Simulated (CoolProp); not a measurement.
Saturated liquid density (kg/m³) of ethanol: the reference equation beside estimates from Tc = 514.7 K, pc = 62.68 bar, ω = 0.644.

Values from CoolProp's reference Helmholtz-energy equation of state, Schroeder 2014.

```tsv
T (K)	reference	Redlich-Kwong	Soave-Redlich-Kwong
277.5	802.7	640.3	682.8
296	786.9	624.1	670.0
314.5	770.8	606.8	655.9
333.1	754.0	588.2	640.1
351.6	736.4	568.2	622.7
370.1	717.3	546.8	603.1
388.6	696.3	523.5	581.1
407.1	672.7	498.2	556.0
425.6	645.6	470.3	527.2
444.1	614.5	439.1	493.5
462.6	578.5	403.6	453.4
```

Absolute difference from the reference over all 11 rows, mean and median: Redlich-Kwong 24.3 and 23.8 %, Soave-Redlich-Kwong 16.8 and 15.9 %.
